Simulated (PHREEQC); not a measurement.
A column of 0.1 m (40 cells, dispersivity 0.005 m, 60 s a shift, diffusion coefficient 3e-10 m²/s) holds 0.0078 eq of the database's cation exchanger X per kg of pore water, first in equilibrium with 2.4 mmol/kgw NaCl, 0.89 mmol/kgw MgSO4 and 0.01 mmol/kgw HCl. It is flushed with 0.00043 mol NaCl, 0.00033 mol MgCl2, 0.015 mol KCl and 1e-05 mol HCl per kg of water, at 40 °C. Values are for the last cell. No CO2 enters from the air. Precipitation was switched off in this run.

Base run: PHREEQC, ion-association model, phreeqc.dat. Each further column changes one thing. The table gives K in solution (mol/kgw).

```csv
pore volumes,base,exchange capacity from 0.0078 to 0.0039 eq/kgw,dispersivity from 0.005 to 0.01 m
0,0,0,0
0.3125,5.57e-10,1.97e-8,1.04e-6
0.5125,8.11e-6,4.79e-5,0.000181
0.8125,0.00118,0.00224,0.00251
1.113,0.00546,0.00747,0.00635
1.413,0.00951,0.0114,0.00950
1.613,0.0112,0.0129,?
1.913,0.0128,?,0.0124
2.212,0.0136,0.0145,?
2.513,0.0141,0.0147,0.0138
2.712,0.0143,0.0148,0.0141
3.013,0.0145,0.0149,0.0143
```

**Question.** Fill in the missing entries.

**Answer.** 
- 1.613, dispersivity from 0.005 to 0.01 m: 0.0110
- 1.913, exchange capacity from 0.0078 to 0.0039 eq/kgw: 0.0140
- 2.212, dispersivity from 0.005 to 0.01 m: 0.0133

Away from 25 °C the constants follow the database's enthalpies or fits; those with neither stay at their 25 °C values.
